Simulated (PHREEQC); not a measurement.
Dissolve 0.11 mol/kgw NaHS and 0.00042 mol/kgw NaCl at 25 °C. Closed to the air; pH follows from the charge balance.

Equilibrium calculation in PHREEQC: ion-association model, wateq4f.dat.

```
Item                     Result
----------------  -------------
pH                         9.62
ionic strength    0.111 mol/kgw
total alkalinity     110 meq/kg
```

```csv
species,molality,activity,log γ
Na+,0.110,0.0858,-0.110
HS-,0.110,0.0827,-0.123
Cl-,0.000420,0.000318,-0.121
H2S,0.000169,0.000174,0.011
S-2,0.000114,4.16e-5,-0.439
OH-,5.51e-5,4.15e-5,-0.123
```

This is a speciation only: nothing precipitates in the calculation. Complexes and solids missing from the database can't appear. The polysulfide entries of wateq4f.dat were taken out for this run.
